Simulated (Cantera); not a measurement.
Charge: 1 mol Al(CH3)3, 0.64 mol O2, 16 mol H2, 4.4 mol NH3, held at 30.0 Pa.

Method: chemical equilibrium by Gibbs-energy minimisation in Cantera with the NASA 1993 tables (ideal gas, pure condensed phases). Candidate condensed phases: Al, AlN, Al2O3, C, C6H6, C7H8, C8H18, H2O; 148 gas species. The feed counts by its element totals alone. Equilibrium is a limit: real reactors are often held back by kinetics, nucleation or transport.

log p: log10 of the partial pressure in bar; n: condensed amount in mol.

```csv
T (K),log p H2,log p N2,log p CO,log p H,log p Al,log p HCN,n AlN(s),n C(graphite)
1275,-3.57,-4.77,-4.89,-7.92,-11.75,-7.96,1.00,1.72
1350,-3.57,-4.77,-4.89,(withheld),(withheld),(withheld),1.000,1.72
1425,-3.57,-4.77,-4.89,-6.95,-8.99,-7.39,1.000,1.72
1500,-3.57,-4.77,-4.89,-6.54,-7.82,-7.15,0.998,1.71
1575,-3.57,-4.77,-4.89,(withheld),(withheld),(withheld),0.983,1.71
1650,-3.57,-4.76,-4.90,-5.83,-5.82,-6.72,0.843,1.70
1725,-3.59,-4.69,-4.92,-5.53,-5.03,-6.52,0,1.68
1800,-3.60,-4.69,-4.92,-5.25,-5.03,-6.36,0,1.66
1875,-3.61,-4.69,-4.92,-4.99,-5.03,-6.21,0,1.63
```

Question: What belongs in the gaps?

Answer: 
- 1575, log p H: -6.17
- 1575, log p Al: -6.77
- 1575, log p HCN: -6.93
- 1350, log p H: -7.41
- 1350, log p Al: -10.29
- 1350, log p HCN: -7.66
